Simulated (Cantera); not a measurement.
A Cantera script and its output.

```python
import numpy as np
import cantera as ct

gas = ct.Solution("gri30.yaml")
gas.TPX = 1525, 500000, {'CH4': 1, 'O2': 0.952, 'N2': 3.58, 'H2O': 1.6}
reactor = ct.IdealGasConstPressureReactor(gas, energy="on", clone=False)
net = ct.ReactorNet([reactor])
net.rtol, net.atol = 1e-08, 1e-16
show = ['CH4', 'O2', 'H2O', 'C2H4', 'C2H2', 'H']
times = np.geomspace(7e-06, 0.4, 16)

steps = ct.SolutionArray(gas, extra=["t"])
rows = []
print(f"{'t/s':>10s}{'T/K':>9s}{'P/Pa':>11s}" + "".join(f"{s:>11s}" for s in show))
for t in times:
    while net.time < t:
        t_next = net.step()
        steps.append(gas.state, t=t_next)
    rows.append([np.interp(t, steps.t, y) for y in (steps.T, steps.P, *steps(*show).X.T)])
    print(f"{t:10.3e}{rows[-1][0]:9.1f}{rows[-1][1]:11.4g}" + "".join(f"{x:11.3e}" for x in rows[-1][2:]))
rate = np.gradient(steps.T, steps.t)
print("integrator steps:", len(steps.t))
if steps.T.max() > steps.T[0] + 200:
    print(f"time of steepest temperature rise: {steps.t[rate.argmax()]:.4e} s")
gas.TPX = 1525, 500000, {'CH4': 1, 'O2': 0.952, 'N2': 3.58, 'H2O': 1.6}
gas.equilibrate("HP")
print(f"equilibrium (HP): T = {gas.T:.1f} K  " + "  ".join(f"{s} {gas[s].X[0]:.3e}" for s in show))
```

Result:

```
       t/s      T/K       P/Pa        CH4         O2        H2O       C2H4       C2H2          H
 7.000e-06   1525.0      5e+05  1.402e-01  1.335e-01  2.243e-01  6.483e-09  4.174e-13  3.267e-08
 1.453e-05   1524.9      5e+05  1.402e-01  1.335e-01  2.244e-01  8.721e-08  1.285e-11  4.760e-08
 3.016e-05   1524.9      5e+05  1.401e-01  1.334e-01  2.244e-01  1.017e-06  3.946e-10  7.839e-08
 6.259e-05   1525.5      5e+05  1.398e-01  1.333e-01  2.245e-01  7.597e-06  8.665e-09  1.306e-07
 1.299e-04   1527.6      5e+05  1.390e-01  1.329e-01  2.250e-01  3.909e-05  1.214e-07  2.337e-07
 2.696e-04   1536.1      5e+05  1.361e-01  1.314e-01  2.268e-01  2.362e-04  1.905e-06  6.557e-07
 5.596e-04   1625.3      5e+05  1.101e-01  1.144e-01  2.443e-01  4.011e-03  2.047e-04  1.197e-05
 1.161e-03   2294.2      5e+05  3.736e-05  2.283e-06  2.768e-01  4.048e-08  2.907e-05  1.665e-03
 2.411e-03   2293.6      5e+05  3.012e-10  2.366e-06  2.766e-01  1.180e-14  8.994e-12  1.697e-03
 5.004e-03   2293.6      5e+05  2.868e-10  2.367e-06  2.766e-01  1.040e-16  7.986e-14  1.698e-03
 1.038e-02   2293.7      5e+05  2.866e-10  2.368e-06  2.766e-01  1.039e-16  7.979e-14  1.698e-03
 2.155e-02   2293.7      5e+05  2.863e-10  2.370e-06  2.766e-01  1.037e-16  7.971e-14  1.698e-03
 4.474e-02   2293.8      5e+05  2.861e-10  2.371e-06  2.766e-01  1.036e-16  7.966e-14  1.699e-03
 9.285e-02   2293.8      5e+05  2.860e-10  2.371e-06  2.766e-01  1.036e-16  7.965e-14  1.699e-03
 1.927e-01   2293.8      5e+05  2.860e-10  2.371e-06  2.766e-01  1.036e-16  7.964e-14  1.699e-03
 4.000e-01   2293.8      5e+05  2.860e-10  2.371e-06  2.766e-01  1.036e-16  7.964e-14  1.699e-03
integrator steps: 2015
time of steepest temperature rise: 6.3964e-04 s
equilibrium (HP): T = 2293.8 K  CH4 3.258e-10  O2 2.371e-06  H2O 2.766e-01  C2H4 1.169e-16  C2H2 8.984e-14  H 1.699e-03
```

Computed with Cantera and GRI-Mech 3.0 (53 species, 325 reactions).
